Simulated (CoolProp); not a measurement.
Vapour-liquid equilibrium of R143a (1) + isobutane (2) at 0.0594 MPa; x and y are mole fractions of (1).

Values from CoolProp's multi-fluid Helmholtz-energy mixture model, Lemmon and Jacobsen 2000 and Bücker 2006; pair parameters Bell 2016.

```json
[
 {"x": "0.05", "bubble temperature (°C)": "-38.8", "y at the bubble point": "0.501", "dew temperature at overall composition x (°C)": "-25.8", "liquid density (mol/L)": "10.81"},
 {"x": "0.125", "bubble temperature (°C)": "-48.4", "y at the bubble point": "0.714", "dew temperature at overall composition x (°C)": "-27.5", "liquid density (mol/L)": "11.13"},
 {"x": "0.2", "bubble temperature (°C)": "-52.5", "y at the bubble point": "0.783", "dew temperature at overall composition x (°C)": "-29.4", "liquid density (mol/L)": "11.37"},
 {"x": "0.275", "bubble temperature (°C)": "-54.4", "y at the bubble point": "0.812", "dew temperature at overall composition x (°C)": "-31.5", "liquid density (mol/L)": "11.58"},
 {"x": "0.35", "bubble temperature (°C)": "-55.3", "y at the bubble point": "0.827", "dew temperature at overall composition x (°C)": "-33.7", "liquid density (mol/L)": "11.79"},
 {"x": "0.425", "bubble temperature (°C)": "-55.8", "y at the bubble point": "0.835", "dew temperature at overall composition x (°C)": "-36.1", "liquid density (mol/L)": "12.00"},
 {"x": "0.5", "bubble temperature (°C)": "-56.2", "y at the bubble point": "0.841", "dew temperature at overall composition x (°C)": "-38.7", "liquid density (mol/L)": "12.22"},
 {"x": "0.575", "bubble temperature (°C)": "-56.4", "y at the bubble point": "0.847", "dew temperature at overall composition x (°C)": "-41.7", "liquid density (mol/L)": "12.46"},
 {"x": "0.65", "bubble temperature (°C)": "-56.7", "y at the bubble point": "0.854", "dew temperature at overall composition x (°C)": "-45.1", "liquid density (mol/L)": "12.71"},
 {"x": "0.725", "bubble temperature (°C)": "-57.0", "y at the bubble point": "0.866", "dew temperature at overall composition x (°C)": "-49.0", "liquid density (mol/L)": "12.99"},
 {"x": "0.8", "bubble temperature (°C)": "-57.3", "y at the bubble point": "0.883", "dew temperature at overall composition x (°C)": "-53.6", "liquid density (mol/L)": "13.29"},
 {"x": "0.875", "bubble temperature (°C)": "-57.7", "y at the bubble point": "0.910", "dew temperature at overall composition x (°C)": "-57.2", "liquid density (mol/L)": "13.62"},
 {"x": "0.95", "bubble temperature (°C)": "-57.9", "y at the bubble point": "0.955", "dew temperature at overall composition x (°C)": "-57.9", "liquid density (mol/L)": "13.97"}
]
```

No azeotrope shows between x = 0.05 and 0.95.

The pair parameters rest on a limited set of measurements; away from them the model extrapolates. With so large a gap from Raoult's law the liquid may split in two, which this calculation doesn't test in full.
